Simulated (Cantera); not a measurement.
Feed: 1 mol Si, 5.1 mol H2, 0.7 mol HCl, at 101000 Pa.

Method: chemical equilibrium by Gibbs-energy minimisation in Cantera with the NASA 1993 tables (ideal gas, pure condensed phases). Candidate condensed phases: Si; 19 gas species. Kinetics and transport are ignored.

Over these rows the condensed part is Si(s). Partial pressures as log10 of bar:

| T (K) | 1000/T (1/K) | log p SiCl4 | log p H2 | log p HCl |
|---|---|---|---|---|
| 1223 | 0.8177 | -1.93 | -0.02 | -1.49 |
| 1298 | 0.7704 | -2.07 | -0.03 | -1.36 |
| 1373 | 0.7283 | -2.28 | -0.03 | -1.26 |
| 1448 | 0.6906 | -2.56 | -0.03 | -1.19 |
| 1523 | 0.6566 | ? | -0.04 | -1.16 |
| 1598 | 0.6258 | -3.28 | -0.04 | -1.14 |

Task: Fit log p(SiCl4) = a + b·(1000/T) to the five rows, give the apparent enthalpy, and predict the row at 1523 K.

Result: Means: 1000/T = 0.7266, log p = -2.424. Sxy = 0.151934, Sxx = 0.0216772, so b = 7.01 and a = -2.424 − (7.01)×0.7266 = -7.52.
Apparent enthalpy: −19.145 × (7.01) = -134 kJ/mol. With the condensed phases at unit activity, Si(s) + 4 HCl(g) = SiCl4(g) + 2 H2(g) links this pressure to the main gases: over the six rows their terms move log p by +1.44 in all, so the slope isn't that reaction's ΔH° alone. The five rows lie within 0.15 of the line; that is curvature, so one enthalpy describes this range poorly.
Prediction at 1523 K: -7.52 + (7.01)×0.6566 = -2.92. The computed value is -2.91, 0.01 from the line.
